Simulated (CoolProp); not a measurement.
R1234ze(E) along the isobar 2.47 MPa: density (kg/m³) from the reference equation and from simpler models built on Tc = 109.4 °C, pc = 3.635 MPa, ω = 0.313; each cubic takes its own stable root.

Computed with CoolProp (reference Helmholtz-energy equation of state, Thol 2016).

```csv
T (°C),phase,reference,Soave-Redlich-Kwong,Peng-Robinson
-49.85,liquid,1380,1248,1407
-33.25,liquid,1337,1213,1368
-16.55,liquid,1294,1174,1325
0.15,liquid,1248,1129,1277
16.75,liquid,1199,1080,1222
33.45,liquid,1145,1023,1158
50.05,liquid,1086,955.8,1083
66.75,liquid,1015,873.0,988.3
83.35,liquid,920.8,760.3,858.8
100.05,gas,137.9,135.0,140.0
116.65,gas,118.8,117.4,121.1
133.35,gas,106.7,105.7,108.7
```
